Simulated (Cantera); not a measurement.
A closed system holds: 1 mol B₂O₃, 82 mol H₂, 0.68 mol N₂, 0.055 mol O₂, at 1523 K and 13000 Pa.

These are equilibrium values from Cantera (NASA tables, ideal gas, pure condensed phases), not measurements of a reactor. Candidate condensed phases: B, BN, B₂O₃, B₃O₃H₃, H₂O; 39 gas species. Gases not in the tables: H₃BO₃. Equilibrium is a limit: real reactors are often held back by kinetics, nucleation or transport.

Base state: H₂ 0.986, N₂ 0.00820, HBO₂ 0.00251, HBO 0.00167, H₂O 0.000934, B₂O₃ 0.000265, H 6.37e-5, B₂O₂ 1.97e-5 (mole fractions); condensed: B₂O₃(l).

Question: What changes in the equilibrium state with this change: temperature from 1523 K to 2200 K?

Answer: 
```tsv
species	before	after
H₂	0.986	0.949
H	6.37e-5	0.0152
HBO	0.00167	0.0119
OH	1.86e-9	1.22e-5
BO₂	6.16e-9	1.77e-5
BO	2.71e-6	0.00233
B₂O₂	1.97e-5	0.000312
B₂O₃(l), mol	0.802	0
```

Question: What changes in the equilibrium state with this change: pressure from 13000 Pa to 1000 Pa?

Answer: 
```json
[
 {"species": "H₂", "before": "0.986", "after": "0.972"},
 {"species": "HBO₂", "before": "0.00251", "after": "0.00824"},
 {"species": "N₂", "before": "0.00820", "after": "0.00813"},
 {"species": "HBO", "before": "0.00167", "after": "0.00651"},
 {"species": "B₂O₂", "before": "1.97e-5", "after": "0.000305"},
 {"species": "BO", "before": "2.71e-6", "after": "3.85e-5"},
 {"species": "B₂O₃", "before": "0.000265", "after": "0.00345"},
 {"species": "H", "before": "6.37e-5", "after": "0.000228"},
 {"species": "B₂O₃(l), mol", "before": "0.802", "after": "0.0677"}
]
```
